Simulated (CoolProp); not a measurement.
Model: reference Helmholtz-energy equation of state, Thol 2019, in CoolProp.

Task: Give the vapour pressure (MPa), liquid density (kg/m³), liquid cp (kJ/(kg K)), vapour Z of saturated decamethylcyclopentasiloxane (D5) at 412 K.

Result: 
| T (K) | p (MPa) | liquid density (kg/m³) | liquid cp (kJ/(kg K)) | vapour Z |
|---|---|---|---|---|
| 412 | 0.0125 | 831 | 1.87 | 0.980 |
